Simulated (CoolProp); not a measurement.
Properties of the fluoroketone C6F12O (FK-5-1-12) along the isotherm 455.3 K.

The numbers come from the reference Helmholtz-energy equation of state, McLinden 2015 in CoolProp.

```csv
p (MPa),phase,density (kg/m³),cp (kJ/(kg K)),cv (kJ/(kg K)),isothermal compressibility (1/MPa)
0.0584,gas,4.924,1.019,0.9916,17.29
0.117,gas,9.965,…,0.9926,8.721
0.175,gas,15.06,1.024,0.9936,…
0.234,gas,20.35,1.027,0.9947,4.455
0.292,gas,25.66,1.030,…,3.610
0.35,gas,…,1.033,0.9969,3.047
0.409,gas,36.75,1.037,0.9981,2.640
0.467,gas,42.45,1.040,0.9993,2.341
0.526,gas,48.38,1.044,1.001,2.106
0.584,gas,54.37,1.048,1.002,1.923
0.642,gas,60.52,1.052,1.003,1.774
0.701,gas,66.94,1.057,1.004,1.650
0.759,gas,73.44,1.062,1.006,1.548
0.818,gas,80.25,1.067,1.007,1.461
0.876,gas,87.16,1.073,1.009,…
0.935,gas,94.42,1.079,1.010,1.325
```

### Question
Complete the blanks.

### Answer

- 0.117, cp (kJ/(kg K)): 1.022
- 0.175, isothermal compressibility (1/MPa): 5.892
- 0.292, cv (kJ/(kg K)): 0.9958
- 0.35, density (kg/m³): 31.10
- 0.876, isothermal compressibility (1/MPa): 1.388
